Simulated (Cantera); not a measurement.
# Premixed flame

A freely propagating, adiabatic, planar premixed flame of C₃H₈ : O₂ : N₂ : H₂O = 1 : 4.2 : 12.5 : 1.8 (molar parts), equivalence ratio 1.2, unburnt at 350 K and 3.65 atm; mixture-averaged transport, grid criteria slope 0.08 and curve 0.16, no radiation.

Computed with Cantera and GRI-Mech 3.0 (53 species, 325 reactions). GRI-Mech 3.0 was tuned for natural gas; its chemistry of propane as a main component is partial and can be far from experiment. Burning velocities carry a grid error of a few per cent, more on coarse grids.

| z (mm) | T (K) | u (m/s) | x C₃H₈ | x O₂ | x H₂O | x NO | x H₂O₂ | x NO₂ |
|---|---|---|---|---|---|---|---|---|
| -0.323 | 350 | 0.473 | 0.0512 | 0.215 | 0.0922 | <1e-8 | 5.04e-8 | <1e-8 |
| -0.215 | 352 | 0.476 | 0.0511 | 0.214 | 0.0922 | <1e-8 | 3.60e-7 | <1e-8 |
| -0.161 | 359 | 0.488 | 0.0509 | 0.213 | 0.0928 | 1.30e-8 | 2.00e-6 | 3.11e-8 |
| -0.108 | 434 | 0.596 | 0.0500 | 0.205 | 0.100 | 1.72e-7 | 1.60e-5 | 3.45e-7 |
| -0.0538 | 921 | 1.31 | 0.0364 | 0.155 | 0.142 | 3.55e-6 | 6.37e-5 | 1.12e-6 |
| -0.0269 | 1381 | 2.04 | 0.0135 | 0.103 | 0.179 | 9.35e-6 | 4.50e-5 | 3.61e-7 |
| 0 | 1803 | 2.73 | 0.000366 | 0.0508 | 0.214 | 1.82e-5 | 4.30e-6 | 3.33e-8 |
| 0.0269 | 2010 | 3.04 | 2.10e-7 | 0.0215 | 0.230 | 3.14e-5 | 1.09e-6 | <1e-8 |
| 0.0538 | 2085 | 3.14 | <1e-8 | 0.0103 | 0.234 | 4.25e-5 | 6.31e-7 | <1e-8 |
| 0.108 | 2148 | 3.21 | <1e-8 | 0.00453 | 0.236 | 5.25e-5 | 4.22e-7 | <1e-8 |
| 0.215 | 2207 | 3.28 | <1e-8 | 0.00231 | 0.239 | 5.86e-5 | 2.71e-7 | <1e-8 |
| 0.430 | 2253 | 3.34 | <1e-8 | 0.00107 | 0.242 | 6.31e-5 | 1.52e-7 | <1e-8 |
| 0.860 | 2281 | 3.38 | <1e-8 | 0.000430 | 0.245 | 6.69e-5 | 7.24e-8 | <1e-8 |
x: mole fraction of selected species; z is measured from the peak of heat release.

```yaml
laminar_burning_velocity: 47.2 cm/s
thermal_thickness: 0.108 mm
peak x(H₂O₂): 6.68e-5
grid_points: 148
```
